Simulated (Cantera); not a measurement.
A diamond (100) surface in a fixed gas of H2 with x(CH4) = 0.016, x(H) = 0.0002, at 1250 K, 11.3 Torr; coverages are run to steady state.

Cantera simulation using the Harris–Goodwin 1993 mechanism for the reconstructed diamond (100) surface; the numbers are that mechanism's predictions, not measurements.

One state of this run: growth (µm/h) = 0.00363; θ c6HH = 0.550; θ c6H* = 0.0348; θ c6*H = 0.405; θ c6** = 0.00977; θ c6HM = 1.53e-5. θ: site fractions in the mechanism's names (c6HH fully hydrogenated, c6H* and c6*H radical sites, c6** diradical, c6HM methylated).

Question: Which value of x(CH3) does it belong to?
A. 1.4e-05
B. 1e-06
C. 0.0012
D. 3.5e-05

Answer: A, 1.4e-05
